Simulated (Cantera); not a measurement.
## CF4 + CH4 (fluorocarbon and chlorocarbon gases)

Input: 1 mol CF4, a varied amount of CH4, held at 675 °C and 4.40 Pa.

Equilibrium computed with Cantera from the NASA thermochemical tables; the gas is ideal and each condensed phase is pure. Candidate condensed phases: C, C6H6, C7H8, C8H18; 95 gas species. Gases not in the tables: C2F6 and larger saturated fluorocarbons. Rates play no part.

From 0.0067 mol CH4 to 1.1 mol CH4 the condensed part is C(graphite). The main C-bearing gas is CF4 at 0.0067 mol CH4 and CH4 at 1.1 mol CH4. The share of C in condensed phases is highest at 1.1 mol CH4 (100.0 %) and lowest at 0.0067 mol CH4 (1.3 %).

```tsv
n(CH4) (mol)	log p CF4	log p HF	log p H2	log p H	log p CH4	log p CHF3	log p CF2	n C(graphite)
0.0067	-4.37	-5.94	<-16	<-16	<-16	-13.34	-12.26	0.0134
0.012	-4.38	-5.69	<-16	<-16	<-16	-13.10	-12.27	0.0240
0.021	-4.39	-5.46	<-16	<-16	<-16	-12.88	-12.27	0.0420
0.036	-4.42	-5.24	<-16	<-16	<-16	-12.67	-12.29	0.0720
0.064	-4.46	-5.02	<-16	<-16	<-16	-12.48	-12.31	0.128
0.11	-4.53	-4.84	-16.33	<-16	<-16	-12.32	-12.34	0.220
0.2	-4.66	-4.66	-15.91	<-16	<-16	-12.21	-12.41	0.400
0.34	-4.84	-4.53	-15.56	<-16	<-16	-12.17	-12.50	0.680
0.6	-5.20	-4.42	-15.17	<-16	<-16	-12.25	-12.68	1.20
1.1	<-16	-4.38	-5.68	-12.12	-12.12	<-16	<-16	2.10
```
log p: log10 of the partial pressure in bar; n: condensed amount in mol.
